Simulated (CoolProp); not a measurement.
The numbers come from the reference Helmholtz-energy equation of state, Platzer 1990 in CoolProp. This equation is an older, rougher fit; its heat capacities, sound speeds and derivatives of the liquid may be far off and weren't checked against measurements.

Task: Give the vapour pressure (bar), enthalpy of vaporisation (kJ/kg), vapour viscosity (µPa s) of saturated R13 at 192.8, 205.8 K.

Result: 
```tsv
T (K)	p (bar)	enthalpy of vaporisation (kJ/kg)	vapour viscosity (µPa s)
192.8	1.07	149	9.27
205.8	2.03	142	9.90
```

Viscosity comes from a separate model (Huber 2003), an estimate that may be off by 10 % or more.
